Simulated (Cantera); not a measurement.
An isothermal, constant-pressure homogeneous reactor starts with 0.586 % H2, 71.5 % O2, 27.9 % N2, equivalence ratio 0.0041, at 1250 K and 1330 Pa.

Detailed kinetics in Cantera: GRI-Mech 3.0 (53 species, 325 reactions). Radical loss at walls, strong at low pressure, is not modelled.

Q: Predict: x(H2) at 60.0 s; x(O2) at 60.0 s; x(NO) at 60.0 s; x(N2O) at 60.0 s; x(O) at 60.0 s.

A: 
| Item | Value |
|---|---|
| x(H2) at 60.0 s | 7.53e-9 (gas-phase equilibrium 2.09e-9) |
| x(O2) at 60.0 s | 0.714 (gas-phase equilibrium 0.714) |
| x(NO) at 60.0 s | 3.73e-8 (gas-phase equilibrium 0.000312) |
| x(N2O) at 60.0 s | 6.96e-9 (gas-phase equilibrium 1.46e-9) |
| x(O) at 60.0 s | 1.83e-6 (gas-phase equilibrium 5.10e-7) |
